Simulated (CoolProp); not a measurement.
Computed with CoolProp (reference Helmholtz-energy equation of state, Kamei 1995).

### Question
Give the vapour pressure (bar), vapour density (kg/m³), liquid conductivity (mW/(m K)) of saturated R22 at 223.3, 235.1, 294 K.

### Answer
```json
[
 {"T (K)": "223.3", "p (bar)": "0.650", "vapour density (kg/m³)": "3.11", "liquid conductivity (mW/(m K))": "118"},
 {"T (K)": "235.1", "p (bar)": "1.15", "vapour density (kg/m³)": "5.30", "liquid conductivity (mW/(m K))": "113"},
 {"T (K)": "294", "p (bar)": "9.32", "vapour density (kg/m³)": "39.4", "liquid conductivity (mW/(m K))": "86.4"}
]
```

Thermal conductivity comes from a separate model (McLinden 2000), an estimate that may be off by 10 % or more.
